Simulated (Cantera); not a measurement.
Feed: 1 mol Ti, 14 mol O2, 280 mol H2, equilibrated at 64.0 mbar.

Method: chemical equilibrium by Gibbs-energy minimisation in Cantera with the NASA 1993 tables (ideal gas, pure condensed phases). Candidate condensed phases: H2O, Ti, TiO, TiO2, Ti2O3, Ti3O5, Ti4O7; 12 gas species. The numbers say what is thermodynamically allowed, not how fast it happens.

Question: At 1598 K, list the 3 most abundant gas species with their mole fractions, and the condensed phases.

Answer: H2 0.907, H2O 0.0928, H 0.000200. Condensed: TiO2(rutile).
